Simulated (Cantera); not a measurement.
Charge: 1 mol CH₂F₂, 0.22 mol H₂, at 133 Pa.

These are equilibrium values from Cantera (NASA tables, ideal gas, pure condensed phases), not measurements of a reactor. Candidate condensed phases: C, C₆H₆, C₇H₈, C₈H₁₈; 95 gas species. Rates play no part.

x: gas mole fraction; n: condensed amount in mol.

```tsv
T (K)	x HF	x H	x H₂	x F	x C₃	x CF	x C	n C(graphite)
1823	0.899	0.00370	0.0970	6.40e-6	…	1.13e-8	3.47e-10	1.000
1923	0.897	0.00794	0.0947	2.23e-5	…	6.98e-8	4.06e-9	1.000
2023	0.894	0.0156	0.0905	6.97e-5	…	3.62e-7	3.73e-8	1.000
2123	0.888	0.0284	0.0835	0.000199	…	1.63e-6	2.77e-7	0.999
2223	0.879	0.0474	0.0731	0.000530	…	6.59e-6	1.72e-6	0.999
2323	0.866	0.0727	0.0595	0.00135	…	2.44e-5	9.09e-6	0.998
2423	0.850	0.102	0.0442	0.00334	…	8.53e-5	4.19e-5	0.997
2523	0.829	0.132	0.0300	0.00808	…	0.000283	0.000171	0.993
2623	0.797	0.160	0.0192	0.0188	…	0.000879	0.000625	0.975
```

Task: Fill in the missing entries.

Result: 
- 1823, x C₃: 1.72e-10
- 1923, x C₃: 2.89e-9
- 2023, x C₃: 3.64e-8
- 2123, x C₃: 3.59e-7
- 2223, x C₃: 2.87e-6
- 2323, x C₃: 1.91e-5
- 2423, x C₃: 0.000108
- 2523, x C₃: 0.000531
- 2623, x C₃: 0.00230
